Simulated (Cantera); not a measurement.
Feed: 1 mol C3H8, 0.39 mol NH3, 40 mol N2, 0.59 mol H2O, held at 2200 °C and 2850 Torr.

Cantera equilibrium calculation (NASA polynomials, part measured and part estimated; ideal gas, pure solids and liquids). Candidate condensed phases: C, C6H6, C7H8, C8H18, H2O; 136 gas species. The numbers say what is thermodynamically allowed, not how fast it happens.

Base state: N2 0.862, H2 0.0989, HCN 0.0193, CO 0.0128, H 0.00360, HNC 0.00219, C2H2 (acetylene) 0.000953, C2N2 5.68e-5 (mole fractions); condensed: C(graphite).

Question: What changes in the equilibrium state with this change: temperature from 2200 °C to 277 °C?

Answer: 
```json
[
 {"species": "N2", "before": "0.862", "after": "0.930"},
 {"species": "CH4", "before": "5.82e-6", "after": "0.0505"},
 {"species": "H2O", "before": "1.25e-7", "after": "0.0130"},
 {"species": "H2", "before": "0.0989", "after": "0.00560"},
 {"species": "HCN", "before": "0.0193", "after": "<1e-9"},
 {"species": "CO", "before": "0.0128", "after": "2.58e-6"},
 {"species": "H", "before": "0.00360", "after": "<1e-9"},
 {"species": "HNC", "before": "0.00219", "after": "<1e-9"},
 {"species": "C(graphite), mol", "before": "1.32", "after": "0.804"}
]
```

Question: What changes in the equilibrium state with this change: temperature from 2200 °C to 1227 °C?

Answer: 
```
species             before     after
----------------  --------  --------
N2                   0.862     0.875
H2                  0.0989     0.112
CO                  0.0128    0.0128
HCN                 0.0193  0.000331
CN                 3.91e-5     <1e-9
C2N2               5.68e-5   3.03e-9
H                  0.00360   3.02e-6
C2H2 (acetylene)  0.000953   1.01e-6
HNC                0.00219   5.59e-6
C(graphite), mol      1.32      2.39
```
